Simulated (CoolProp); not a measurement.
Aqueous potassium carbonate as a coolant, 35 % by mass, freezing at -26.7 °C, 1 atm.

Computed with CoolProp (Melinder's fits for secondary coolants).

```csv
T (°C),viscosity (mPa s),Prandtl number,cp (kJ/(kg K)),density (kg/m³)
-2.2,…,32.0,2.784,1366
1.1,5.45,28.6,2.790,1365
4.4,4.93,25.6,2.795,1363
7.7,4.48,23.1,2.801,1362
11.1,4.08,20.9,2.808,1360
14.4,3.75,19.0,2.814,1359
17.7,3.46,17.4,2.820,1357
21,3.20,16.0,2.826,1355
24.3,2.97,…,…,1353
27.6,2.76,13.7,2.839,1352
31,2.57,12.6,2.846,1350
34.3,2.41,11.7,2.852,1348
37.6,2.25,10.9,2.859,1346
```

Q: What belongs in the gaps?

A: 
- -2.2, viscosity (mPa s): 6.06
- 24.3, Prandtl number: 14.8
- 24.3, cp (kJ/(kg K)): 2.833
